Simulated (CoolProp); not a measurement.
A simple Rankine cycle with R236FA: condensing at 299.15 K, boiler at 1.22 MPa, turbine inlet 392.2 K, turbine efficiency 0.6, pump efficiency 0.8, no recuperator. Each further row changes one setting.

The numbers come from the reference Helmholtz-energy equation of state, Pan 2012 in CoolProp.

```csv
case,thermal efficiency (%),net work (kJ/kg),heat in (kJ/kg),turbine exit temperature (K),volume ratio over the turbine
as stated,7.0,15.4,220,365.1,4.58
condensing temperature 291.15 K,8.0,18.3,230,361.0,6.02
boiler pressure 0.854 MPa,5.5,12.3,225,373.1,3.10
turbine efficiency 0.5,5.7,12.7,220,367.9,4.63
```
